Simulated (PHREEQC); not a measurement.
A solution holds 0.82 mol/kgw HF, 0.08 mol/kgw NH4HF2 and 0.00053 mol/kgw H2SO4, at 25 °C. Closed to the air; pH follows from the charge balance.

Equilibrium calculation in PHREEQC: ion-association model, wateq4f.dat.

**Question.** The ionic strength comes out as 0.0887 mol/kgw. What activity coefficients do HF2-, NH4SO4-, HSO4-, H+, SO4-2 get?

**Answer.** HF2- 0.77, NH4SO4- 0.79, HSO4- 0.79, H+ 0.83, SO4-2 0.39.

Precipitation was switched off in this run. wateq4f.dat counts part of the HF as a dimer, H2F2, which phreeqc.dat doesn't know; its constant is uncertain.
